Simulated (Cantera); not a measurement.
A perfectly stirred reactor is fed with H2 : O2 : N2 : NO = 1 : 1.02 : 3.84 : 0.017 (molar parts), at 100000 Pa; it is adiabatic with a 475 K inlet, and is followed from long to short residence time, starting on the burning branch (τ in s: 0.44, 0.13, 0.036, 0.01, 0.003, 0.00087, 0.00025, 7.2e-05, 2.1e-05, 6e-06).

Model: GRI-Mech 3.0 (53 species, 325 reactions), integrated in Cantera. The mechanism lacks 2 NO + O2 → 2 NO2 and HONO, so NO2 and the effect of NO are under-described below about 1400 K.

### Question
What does this change do: pressure from 100000 Pa to 68000 Pa?

### Answer
| quantity | before | after |
|---|---|---|
| blow-out, bracketed by the residence times tried | burning at 72.0 µs, out at 21.0 µs | burning at 72.0 µs, out at 21.0 µs |
| x(H2) at τ = 0.440 s | 6.60e-5 | 9.76e-5 |
| x(O2) at τ = 0.440 s | 0.0964 | 0.0964 |
| x(NO) at τ = 0.440 s | 0.00315 | 0.00315 |
| x(H) at τ = 0.440 s | 4.66e-6 | 8.92e-6 |
| x(O) at τ = 0.440 s | 6.11e-5 | 9.53e-5 |
| x(H2) at τ = 0.870 ms | 0.00349 | 0.00504 |
| x(O2) at τ = 0.870 ms | 0.0953 | 0.0952 |
| x(NO) at τ = 0.870 ms | 0.00314 | 0.00313 |
| x(H) at τ = 0.870 ms | 0.00182 | 0.00359 |
| x(O) at τ = 0.870 ms | 0.00310 | 0.00475 |
